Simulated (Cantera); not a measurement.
Input (Python, Cantera) and output of one run.

```python
import numpy as np
import cantera as ct

gas_names = """
    Cr CrN H H2 N NH NH2 NH3 N2 N2H2 N2H4
""".split()
cond_names = """
    Cr(cr) Cr(L) CrN(s) Cr2N(s)
""".split()


def load(file, names, dense=False):
    # The tables refer to 1 bar. Condensed volumes are neglected.
    table = {s.name: s for s in ct.Species.list_from_file(file)}
    out = []
    for n in names:
        d = dict(table[n].input_data)
        d["thermo"] = dict(d["thermo"], **{"reference-pressure": 1e5})
        if dense:
            d["equation-of-state"] = {"model": "constant-volume", "density": "1e6 g/cm^3"}
        out.append(ct.Species.from_dict(d))
    return out


gas = ct.Solution(thermo="ideal-gas", species=load("nasa_gas.yaml", gas_names))
cond = {s.name: ct.Solution(thermo="fixed-stoichiometry", species=[s], name=s.name)
        for s in load("nasa_condensed.yaml", cond_names, dense=True)}
atoms = {
    'Cr': {'Cr': 1},
    'N2': {'N': 2},
    'H2': {'H': 2},
}
top_T = {'CrN(s)': 1900, 'Cr2N(s)': 1900}  # K; cautious upper limits of use, not melting points


def equilibrate(T, P, feed):
    n = {}
    for name, mol in feed.items():
        for a, k in atoms[name].items():
            n[a] = n.get(a, 0.0) + k * mol
    gas.TPX = T, P, n
    mass = sum(n.values()) * gas.mean_molecular_weight
    gas.equilibrate("TP")
    valid = [c for c in cond.values() if c.min_temp <= T <= top_T.get(c.name, c.max_temp)]
    mix = ct.Mixture([(gas, mass / gas.mean_molecular_weight)] + [(c, 0.0) for c in valid])
    mix.T, mix.P = T, P
    mix.equilibrate("TP", solver="vcs", rtol=1e-11, max_steps=5000)
    return mix


results = []
T = 2348.15  # K
P = 260  # Pa
for m in [17, 85, 150, 220, 290, 360, 430]:
    feed = {'Cr': 1, 'N2': 7.7, 'H2': m}  # mol
    mix = equilibrate(T, P, feed)
    results.append((T, P, feed, dict(zip(mix.species_names, mix.species_moles))))

top = {s: max(r[3][s] / sum(r[3][g] for g in gas_names) for r in results) for s in gas_names}
cols = sorted((s for s in top if top[s] > 1e-05), key=lambda s: -top[s])[:9]
seen = [c for c in cond_names if any(r[3].get(c, 0) > 1e-12 for r in results)]
print("log10 of partial pressures in bar; condensed amounts in mol")
print(f"{'n(H2)':>10s}" + "".join(f"{s[:9]:>10s}" for s in cols + seen))
for T, P, feed, n in results:
    ng = sum(n[g] for g in gas_names)
    print(f"{feed['H2']:10.4g}" + "".join(f"{np.log10(max(n[s] / ng * P / 1e5, 1e-99)):10.3f}" for s in cols)
          + "".join(f"{n.get(c, 0):10.4g}" for c in seen))
```

Output:

```
log10 of partial pressures in bar; condensed amounts in mol
     n(H2)        H2        N2         H        Cr
        17    -2.872    -3.148    -3.344    -4.035
        85    -2.732    -3.717    -3.274    -4.604
       150    -2.715    -3.947    -3.265    -4.833
       220    -2.707    -4.106    -3.262    -4.993
       290    -2.703    -4.222    -3.259    -5.109
       360    -2.700    -4.314    -3.258    -5.200
       430    -2.699    -4.390    -3.257    -5.276
```

Method: chemical equilibrium by Gibbs-energy minimisation in Cantera with the NASA 1993 tables (ideal gas, pure condensed phases).
